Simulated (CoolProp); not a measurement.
Computed with CoolProp (reference Helmholtz-energy equation of state, Span 1996).

### Question
Give the vapour pressure (MPa), vapour density (kg/m³), liquid cp (kJ/(kg K)), surface tension (mN/m) of saturated carbon dioxide at 250.2, 253.3 K.

### Answer
```csv
T (K),p (MPa),vapour density (kg/m³),liquid cp (kJ/(kg K)),surface tension (mN/m)
250.2,1.80,47.0,2.13,8.99
253.3,1.98,52.0,2.17,8.34
```

Surface tension comes from a separate correlation (Mulero 2012).
